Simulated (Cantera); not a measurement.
A perfectly stirred reactor is fed with H2 : O2 : N2 = 0.012 : 1 : 0.15 (molar parts), equivalence ratio 0.0060, at 0.0280 bar; it is held at 1450 K, and followed from long to short residence time.

Computed with Cantera and the H2/O2 subset of GRI-Mech 3.0, which has no nitrogen chemistry. Radical loss at walls, strong at low pressure, is not modelled.

x: mole fraction; the columns are a selection and need not sum to one.

```json
[
 {"τ (s)": "1.3", "x H2": "1.56e-5", "x O2": "0.858", "x O": "0.00153", "x H2O": "0.0100", "x H2O2": "7.65e-9"},
 {"τ (s)": "0.69", "x H2": "?", "x O2": "0.857", "x O": "?", "x H2O": "0.00994", "x H2O2": "?"},
 {"τ (s)": "0.37", "x H2": "3.16e-5", "x O2": "0.857", "x O": "0.00304", "x H2O": "0.00984", "x H2O2": "1.09e-8"},
 {"τ (s)": "0.20", "x H2": "4.41e-5", "x O2": "0.856", "x O": "0.00405", "x H2O": "0.00974", "x H2O2": "1.25e-8"},
 {"τ (s)": "0.11", "x H2": "6.10e-5", "x O2": "0.855", "x O": "0.00511", "x H2O": "0.00963", "x H2O2": "1.39e-8"},
 {"τ (s)": "0.058", "x H2": "8.74e-5", "x O2": "0.853", "x O": "0.00619", "x H2O": "0.00950", "x H2O2": "1.53e-8"},
 {"τ (s)": "0.031", "x H2": "0.000128", "x O2": "0.853", "x O": "0.00706", "x H2O": "0.00937", "x H2O2": "1.66e-8"},
 {"τ (s)": "0.017", "x H2": "0.000193", "x O2": "0.852", "x O": "0.00762", "x H2O": "0.00923", "x H2O2": "1.80e-8"},
 {"τ (s)": "0.0092", "x H2": "?", "x O2": "0.852", "x O": "0.00790", "x H2O": "0.00903", "x H2O2": "?"}
]
```

Q: Some entries are withheld; supply them.

A: 
- 0.69, x H2: 2.24e-5
- 0.69, x O: 0.00219
- 0.69, x H2O2: 9.26e-9
- 0.0092, x H2: 0.000307
- 0.0092, x H2O2: 1.97e-8
